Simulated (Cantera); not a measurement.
**Reactions in the system Mg-O-S**

Cantera with NASA thermochemical tables; ideal gases at 1 bar, condensed phases pure. Values are per mole of reaction as written; species without (g) are pure solids or liquids, kept so even where they would boil at 1 bar.

2 O₃(g) + 3 MgS ⇌ 3 Mg + 3 SO₂(g)

| T (K) | ΔH° (kJ) | ΔS° (J/K) | ΔG° (kJ) | log10 K | condensed phases |
|---|---|---|---|---|---|
| 300 | -136.9 | 213.1 | -200.9 | 34.97 | MgS(s), Mg(s) |
| 875 | -147.0 | 193.2 | -316.1 | 18.87 | MgS(s), Mg(s) |
| 1025 | -122.3 | 220.0 | -347.8 | 17.72 | MgS(s), Mg(l) |
| 1175 | -122.3 | 219.9 | -380.8 | 16.93 | MgS(s), Mg(l) |
| 1325 | -122.5 | 219.9 | -413.8 | 16.31 | MgS(s), Mg(l) |
| 1475 | -122.9 | 219.5 | -446.7 | 15.82 | MgS(s), Mg(l) |
| 1625 | -124.1 | 218.8 | -479.6 | 15.42 | MgS(s), Mg(l) |
